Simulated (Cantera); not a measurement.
A perfectly stirred reactor is fed with NO : N₂ = 1 : 2.4 (molar parts), at 2670 Pa; it is held at 2125 K, and followed from long to short residence time.

Model: GRI-Mech 3.0 (53 species, 325 reactions), integrated in Cantera. Radical loss at walls, strong at low pressure, is not modelled.

Question: Predict: x(NO) at τ = 17.0 s; x(N₂O) at τ = 17.0 s; x(N₂) at τ = 17.0 s; x(O₂) at τ = 17.0 s; x(NO₂) at τ = 17.0 s; x(NO) at τ = 0.120 s; x(N₂O) at τ = 0.120 s; x(N₂) at τ = 0.120 s; x(O₂) at τ = 0.120 s; x(NO₂) at τ = 0.120 s.

Answer: 
```json
{
  "x(NO) at τ = 17.0 s": "0.0436",
  "x(N₂O) at τ = 17.0 s": "5.78e-7",
  "x(N₂) at τ = 17.0 s": "0.830",
  "x(O₂) at τ = 17.0 s": "0.123",
  "x(NO₂) at τ = 17.0 s": "7.72e-6",
  "x(NO) at τ = 0.120 s": "0.289",
  "x(N₂O) at τ = 0.120 s": "3.43e-5",
  "x(N₂) at τ = 0.120 s": "0.708",
  "x(O₂) at τ = 0.120 s": "0.00210",
  "x(NO₂) at τ = 0.120 s": "8.50e-6"
}
```
